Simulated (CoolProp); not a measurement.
Vapour-liquid equilibrium of CHF3 (R23) (1) + sulfur hexafluoride (2) at 250.5 K; x and y are mole fractions of (1).

The numbers come from the multi-fluid Helmholtz-energy mixture model, Penoncello 2003 and Guder 2009; pair parameters Bell 2016 in CoolProp.

```json
[
 {"x": "0.05", "bubble pressure, mixture model (MPa)": "0.7609", "bubble pressure, Raoult's law (MPa)": "0.6649", "y, mixture model": "0.182", "y, Raoult's law": "0.096"},
 {"x": "0.15", "bubble pressure, mixture model (MPa)": "0.9458", "bubble pressure, Raoult's law (MPa)": "0.7300", "y, mixture model": "0.371", "y, Raoult's law": "0.264"},
 {"x": "0.25", "bubble pressure, mixture model (MPa)": "1.068", "bubble pressure, Raoult's law (MPa)": "0.7950", "y, mixture model": "0.473", "y, Raoult's law": "0.403"},
 {"x": "0.35", "bubble pressure, mixture model (MPa)": "1.153", "bubble pressure, Raoult's law (MPa)": "0.8601", "y, mixture model": "0.542", "y, Raoult's law": "0.522"},
 {"x": "0.45", "bubble pressure, mixture model (MPa)": "1.215", "bubble pressure, Raoult's law (MPa)": "0.9252", "y, mixture model": "0.599", "y, Raoult's law": "0.624"},
 {"x": "0.55", "bubble pressure, mixture model (MPa)": "1.262", "bubble pressure, Raoult's law (MPa)": "0.9903", "y, mixture model": "0.652", "y, Raoult's law": "0.713"},
 {"x": "0.65", "bubble pressure, mixture model (MPa)": "1.297", "bubble pressure, Raoult's law (MPa)": "1.055", "y, mixture model": "0.708", "y, Raoult's law": "0.790"},
 {"x": "0.75", "bubble pressure, mixture model (MPa)": "1.318", "bubble pressure, Raoult's law (MPa)": "1.120", "y, mixture model": "0.770", "y, Raoult's law": "0.859"},
 {"x": "0.85", "bubble pressure, mixture model (MPa)": "1.322", "bubble pressure, Raoult's law (MPa)": "1.186", "y, mixture model": "0.845", "y, Raoult's law": "0.920"},
 {"x": "0.95", "bubble pressure, mixture model (MPa)": "1.304", "bubble pressure, Raoult's law (MPa)": "1.251", "y, mixture model": "0.941", "y, Raoult's law": "0.975"}
]
```

The largest gap from Raoult's law is +34.3 % in bubble pressure, at x = 0.25. y crosses x between x = 0.75 and 0.85: the model has an azeotrope there.

The pair parameters rest on a limited set of measurements; away from them the model extrapolates.
